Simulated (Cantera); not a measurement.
An isothermal, constant-pressure homogeneous reactor starts with 5.56 % C2H6, 94.4 % N2, at 1225 K and 72.8 Torr.

Cantera simulation using GRI-Mech 3.0 (53 species, 325 reactions); the numbers are that mechanism's predictions, not measurements. GRI-Mech 3.0 stops at C3 and has no aromatics, soot or wall deposition, so with more carbon than oxygen in the feed, carbon stays in small species such as C2H2 where larger ones or solid carbon would form.

Q: Predict: x(C2H6) at 4.00 s; x(CH3) at 4.00 s; x(H2) at 4.00 s; x(C2H2) at 4.00 s; x(C2H4) at 4.00 s.

A: 
| Item | Value |
|---|---|
| x(C2H6) at 4.00 s | 9.88e-6 (gas-phase equilibrium 1.23e-6) |
| x(CH3) at 4.00 s | 1.38e-6 (gas-phase equilibrium 7.18e-7) |
| x(H2) at 4.00 s | 0.0751 (gas-phase equilibrium 0.0838) |
| x(C2H2) at 4.00 s | 0.0331 (gas-phase equilibrium 0.0201) |
| x(C2H4) at 4.00 s | 0.0135 (gas-phase equilibrium 0.00134) |
